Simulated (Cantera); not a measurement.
A perfectly stirred reactor is fed with CH3OH : O2 : N2 = 1 : 3.12 : 26.6 (molar parts), equivalence ratio 0.48, at 5.00 bar; it is adiabatic with a 473 K inlet, and is followed from long to short residence time, starting on the burning branch (τ in s: 0.032, 0.01, 0.0034, 0.0011, 0.00036, 0.00012, 3.9e-05, 1.3e-05, 4.1e-06).

Detailed kinetics in Cantera: GRI-Mech 3.0 (53 species, 325 reactions). GRI-Mech 3.0 was tuned for natural gas; its chemistry of methanol as a main component is partial and can be far from experiment.

**Question.** What does this change do: inlet temperature 473 to 823 K?

**Answer.** 
```tsv
quantity	before	after
state	not burning at any residence time tried	not reached
x(CH3OH) at τ = 32.0 ms	0.0326	2.74e-5
x(O2) at τ = 32.0 ms	0.102	0.0524
x(CH2O) at τ = 32.0 ms	<1e-12	1.58e-5
x(HCO) at τ = 32.0 ms	<1e-12	2.14e-8
x(HO2) at τ = 32.0 ms	<1e-12	1.53e-5
x(CH3OH) at τ = 0.360 ms	0.0326	0.0326
x(O2) at τ = 0.360 ms	0.102	0.102
x(CH2O) at τ = 0.360 ms	<1e-12	<1e-12
x(HCO) at τ = 0.360 ms	<1e-12	<1e-12
x(HO2) at τ = 0.360 ms	<1e-12	<1e-12
blow-out, bracketed by the residence times tried	not reached	burning at 10.0 ms, out at 3.40 ms
```

**Question.** What does this change do: inlet temperature 473 to 650 K?

**Answer.** 
| quantity | before | after |
|---|---|---|
| state | not burning at any residence time tried | not reached |
| x(CH3OH) at τ = 32.0 ms | 0.0326 | 0.00101 |
| x(O2) at τ = 32.0 ms | 0.102 | 0.0604 |
| x(CH2O) at τ = 32.0 ms | <1e-12 | 0.000420 |
| x(HCO) at τ = 32.0 ms | <1e-12 | 2.22e-8 |
| x(HO2) at τ = 32.0 ms | <1e-12 | 7.06e-5 |
| x(CH3OH) at τ = 0.360 ms | 0.0326 | 0.0326 |
| x(O2) at τ = 0.360 ms | 0.102 | 0.102 |
| x(CH2O) at τ = 0.360 ms | <1e-12 | <1e-12 |
| x(HCO) at τ = 0.360 ms | <1e-12 | <1e-12 |
| x(HO2) at τ = 0.360 ms | <1e-12 | <1e-12 |
| blow-out, bracketed by the residence times tried | not reached | burning at 32.0 ms, out at 10.0 ms |
